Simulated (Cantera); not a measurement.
Charge: 1 mol LiOH, 7.4 mol H₂, at 1648.15 K and 1 atm.

Equilibrium computed with Cantera from the NASA thermochemical tables; the gas is ideal and each condensed phase is pure. Candidate condensed phases: H₂O, Li, LiH, LiOH, Li₂O; 17 gas species. Rates play no part.

Problem. What is the equilibrium state?

Solution. 
```json
{
 "x(H₂)": "0.923",
 "x(H₂O)": "0.0509",
 "x(LiOH)": "0.0244",
 "x(Li)": "0.00146",
 "x(Li₂(OH)₂)": "0.000128",
 "x(H)": "8.51e-5",
 "x(LiH)": "7.56e-5",
 "x(Li₂O)": "3.65e-5",
 "n(Li₂O(s))": "0.395 mol",
 "gas_amount": "8.010 mol",
 "log10 activity of Li(l) (absent)": "-2.91"
}
```
